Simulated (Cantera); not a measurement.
Cantera run:

```python
import numpy as np
import cantera as ct

gas_names = """
    Cr CrO CrO2 CrO3 H HO2 H2 H2O H2O2 O OH O2 O3
""".split()
cond_names = """
    Cr(cr) Cr(L) Cr2O3(s) Cr2O3(L) H2O(s) H2O(L)
""".split()


# ... load() reads the species with a 1 bar reference pressure and builds the phases ...
atoms = {
    'Cr': {'Cr': 1},
    'O2': {'O': 2},
    'H2': {'H': 2},
}
top_T = {}  # K; cautious upper limits of use, not melting points


# ... equilibrate(T, P, feed) seeds the gas with the atoms and calls Mixture.equilibrate('TP', solver="vcs", rtol=1e-11, max_steps=5000) ...
results = []
P = 1000  # Pa
for T in [2223, 2273, 2323, 2373, 2423, 2473, 2523, 2573, 2623, 2673]:
    for m in [1.9, 3.4, 6.2, 11, 21, 37, 68, 120]:
        feed = {'Cr': 1, 'O2': 3.5, 'H2': m}  # mol
        mix = equilibrate(T, P, feed)
        results.append((T, P, feed, dict(zip(mix.species_names, mix.species_moles))))

for T, P, feed, n in results:
    print(f"{T:7g} {feed['H2']:10.4g}  " + (" + ".join(c for c in cond_names if n.get(c, 0) > 1e-12) or "gas only"))
```

It prints:

```
   2223        1.9  Cr2O3(s)
   2223        3.4  Cr2O3(s)
   2223        6.2  Cr2O3(s)
   2223         11  Cr2O3(s)
   2223         21  Cr2O3(s)
   2223         37  gas only
   2223         68  gas only
   2223        120  gas only
   2273        1.9  Cr2O3(s)
   2273        3.4  Cr2O3(s)
   2273        6.2  Cr2O3(s)
   2273         11  Cr2O3(s)
   2273         21  gas only
   2273         37  gas only
   2273         68  gas only
   2273        120  gas only
   2323        1.9  Cr2O3(s)
   2323        3.4  Cr2O3(s)
   2323        6.2  Cr2O3(s)
   2323         11  Cr2O3(s)
   2323         21  gas only
   2323         37  gas only
   2323         68  gas only
   2323        120  gas only
   2373        1.9  Cr2O3(s)
   2373        3.4  Cr2O3(s)
   2373        6.2  Cr2O3(s)
   2373         11  Cr2O3(s)
   2373         21  gas only
   2373         37  gas only
   2373         68  gas only
   2373        120  gas only
   2423        1.9  Cr2O3(s)
   2423        3.4  Cr2O3(s)
   2423        6.2  Cr2O3(s)
   2423         11  gas only
   2423         21  gas only
   2423         37  gas only
   2423         68  gas only
   2423        120  gas only
   2473        1.9  Cr2O3(s)
   2473        3.4  gas only
   2473        6.2  gas only
   2473         11  gas only
   2473         21  gas only
   2473         37  gas only
   2473         68  gas only
   2473        120  gas only
   2523        1.9  gas only
   2523        3.4  gas only
   2523        6.2  gas only
   2523         11  gas only
   2523         21  gas only
   2523         37  gas only
   2523         68  gas only
   2523        120  gas only
   2573        1.9  gas only
   2573        3.4  gas only
   2573        6.2  gas only
   2573         11  gas only
   2573         21  gas only
   2573         37  gas only
   2573         68  gas only
   2573        120  gas only
   2623        1.9  gas only
   2623        3.4  gas only
   2623        6.2  gas only
   2623         11  gas only
   2623         21  gas only
   2623         37  gas only
   2623         68  gas only
   2623        120  gas only
   2673        1.9  gas only
   2673        3.4  gas only
   2673        6.2  gas only
   2673         11  gas only
   2673         21  gas only
   2673         37  gas only
   2673         68  gas only
   2673        120  gas only
```

Cantera equilibrium calculation (NASA polynomials, part measured and part estimated; ideal gas, pure solids and liquids).
